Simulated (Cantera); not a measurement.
Adiabatic ignition

An adiabatic, constant-pressure homogeneous reactor starts with 2.93 % CH₄, 0.0937 % H₂, 8.82 % O₂, 88.2 % N₂, equivalence ratio 0.67, at 1225 K and 1000000 Pa.

Computed with Cantera and GRI-Mech 3.0 (53 species, 325 reactions).

```tsv
t (s)	T (K)	x CH₄	x H₂	x O₂	x CO₂	x H	x CH₂	x HO₂
1.00e-6	1225	0.0293	0.000937	0.0882	<1e-12	1.86e-11	<1e-12	2.02e-9
3.62e-6	1225	0.0293	0.000937	0.0882	<1e-12	2.31e-11	<1e-12	7.32e-9
1.31e-5	1225	0.0293	0.000937	0.0882	<1e-12	3.99e-11	<1e-12	2.64e-8
4.73e-5	1225	0.0293	0.000937	0.0882	<1e-12	1.14e-10	<1e-12	9.50e-8
0.000171	1225	0.0293	0.000937	0.0882	3.34e-11	6.35e-10	<1e-12	3.51e-7
0.000618	1225	0.0293	0.000935	0.0881	7.99e-9	5.98e-9	1.68e-12	1.26e-6
0.00224	1227	0.0290	0.000933	0.0879	2.80e-7	2.07e-8	1.02e-11	3.54e-6
0.00809	1876	<1e-12	1.18e-5	0.0291	0.0293	7.23e-7	<1e-12	5.17e-7
0.0292	1876	<1e-12	1.18e-5	0.0291	0.0293	7.23e-7	<1e-12	5.17e-7
0.106	1876	<1e-12	1.18e-5	0.0290	0.0293	7.22e-7	<1e-12	5.17e-7
0.382	1876	<1e-12	1.18e-5	0.0290	0.0293	7.21e-7	<1e-12	5.16e-7
1.38	1875	<1e-12	1.17e-5	0.0289	0.0293	7.15e-7	<1e-12	5.12e-7
5.00	1873	<1e-12	1.16e-5	0.0285	0.0293	7.02e-7	<1e-12	5.03e-7
```
x: mole fraction; the columns are a selection and need not sum to one.

```
Property                                                            Result
---------------------------------  ---------------------------------------
time of steepest temperature rise                                  5.17 ms
temperature at 5.00 s                                               1873 K
equilibrium temperature                                             1871 K
x(CH₄) at 5.00 s                     <1e-12 (gas-phase equilibrium <1e-12)
x(H₂) at 5.00 s                    1.16e-5 (gas-phase equilibrium 1.15e-5)
x(O₂) at 5.00 s                      0.0285 (gas-phase equilibrium 0.0280)
```
